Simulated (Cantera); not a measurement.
A perfectly stirred reactor is fed with CH₃OH : O₂ : N₂ = 1 : 2.88 : 10.8 (molar parts), equivalence ratio 0.52, at 18.8 atm; it is adiabatic with a 550 K inlet, and is followed from long to short residence time, starting on the burning branch (τ in s: 0.056, 0.025, 0.011, 0.0049, 0.0022, 0.00097, 0.00043, 0.00019, 8.5e-05, 3.8e-05, 1.7e-05, 7.5e-06, 3.3e-06).

Computed with Cantera and GRI-Mech 3.0 (53 species, 325 reactions). GRI-Mech 3.0 was tuned for natural gas; its chemistry of methanol as a main component is partial and can be far from experiment. The pressure lies above the range GRI-Mech 3.0 was tuned for (to about 10 atm).

Q: What does this change do: N2 10.8 to 7.6 parts?

A: 
| quantity | before | after |
|---|---|---|
| blow-out, bracketed by the residence times tried | burning at 0.430 ms, out at 0.190 ms | burning at 38.0 µs, out at 17.0 µs |
| x(CH₃OH) at τ = 56.0 ms | 1.57e-6 | 3.54e-7 |
| x(O₂) at τ = 56.0 ms | 0.0909 | 0.115 |
| x(C₂H₆) at τ = 56.0 ms | <1e-12 | <1e-12 |
| x(NO) at τ = 56.0 ms | 9.55e-6 | 0.000626 |
| x(HCO) at τ = 56.0 ms | 3.22e-9 | 2.81e-9 |
| x(CH₃OH) at τ = 0.430 ms | 0.000121 | 3.14e-5 |
| x(O₂) at τ = 0.430 ms | 0.0936 | 0.116 |
| x(C₂H₆) at τ = 0.430 ms | 4.92e-11 | 1.84e-11 |
| x(NO) at τ = 0.430 ms | 1.46e-6 | 1.50e-5 |
| x(HCO) at τ = 0.430 ms | 4.30e-7 | 3.71e-7 |

Q: What does this change do: inlet temperature 550 to 650 K?

A: 
| quantity | before | after |
|---|---|---|
| blow-out, bracketed by the residence times tried | burning at 0.430 ms, out at 0.190 ms | burning at 0.190 ms, out at 85.0 µs |
| x(CH₃OH) at τ = 56.0 ms | 1.57e-6 | 9.59e-7 |
| x(O₂) at τ = 56.0 ms | 0.0909 | 0.0908 |
| x(C₂H₆) at τ = 56.0 ms | <1e-12 | <1e-12 |
| x(NO) at τ = 56.0 ms | 9.55e-6 | 3.51e-5 |
| x(HCO) at τ = 56.0 ms | 3.22e-9 | 3.01e-9 |
| x(CH₃OH) at τ = 0.430 ms | 0.000121 | 6.26e-5 |
| x(O₂) at τ = 0.430 ms | 0.0936 | 0.0923 |
| x(C₂H₆) at τ = 0.430 ms | 4.92e-11 | 2.32e-11 |
| x(NO) at τ = 0.430 ms | 1.46e-6 | 3.59e-6 |
| x(HCO) at τ = 0.430 ms | 4.30e-7 | 3.98e-7 |

Q: What does this change do: pressure from 18.8 atm to 1.00 atm?

A: 
| quantity | before | after |
|---|---|---|
| blow-out, bracketed by the residence times tried | burning at 0.430 ms, out at 0.190 ms | burning at 0.430 ms, out at 0.190 ms |
| x(CH₃OH) at τ = 56.0 ms | 1.57e-6 | 5.45e-6 |
| x(O₂) at τ = 56.0 ms | 0.0909 | 0.0907 |
| x(C₂H₆) at τ = 56.0 ms | <1e-12 | <1e-12 |
| x(NO) at τ = 56.0 ms | 9.55e-6 | 1.12e-5 |
| x(HCO) at τ = 56.0 ms | 3.22e-9 | 5.99e-8 |
| x(CH₃OH) at τ = 0.430 ms | 0.000121 | 0.000217 |
| x(O₂) at τ = 0.430 ms | 0.0936 | 0.0972 |
| x(C₂H₆) at τ = 0.430 ms | 4.92e-11 | 2.80e-10 |
| x(NO) at τ = 0.430 ms | 1.46e-6 | 1.04e-6 |
| x(HCO) at τ = 0.430 ms | 4.30e-7 | 7.55e-6 |
